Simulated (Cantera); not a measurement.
A freely propagating, adiabatic, planar premixed flame of 22.3 % H₂, 14.3 % O₂, 53.7 % N₂, 9.80 % H₂O, equivalence ratio 0.78, unburnt at 450 K and 5.03 atm; unity-Lewis-number transport, grid criteria slope 0.08 and curve 0.16, no radiation.

Detailed kinetics in Cantera: the H2/O2 subset of GRI-Mech 3.0, which has no nitrogen chemistry. The hydrogen kinetics of GRI-Mech 3.0 are dated; newer H2 mechanisms differ, most at raised pressure. Unity Lewis numbers drop preferential diffusion, which matters most where H2 and H carry the flame. Burning velocities carry a grid error of a few per cent, more on coarse grids.

Task: Predict: laminar burning velocity; thermal thickness; peak x(O); peak x(HO₂); peak x(H).

Result: 
| Property | Value |
|---|---|
| laminar burning velocity | 169 cm/s |
| thermal thickness | 0.0501 mm |
| peak x(O) | 0.00380 |
| peak x(HO₂) | 0.000786 |
| peak x(H) | 0.0105 |
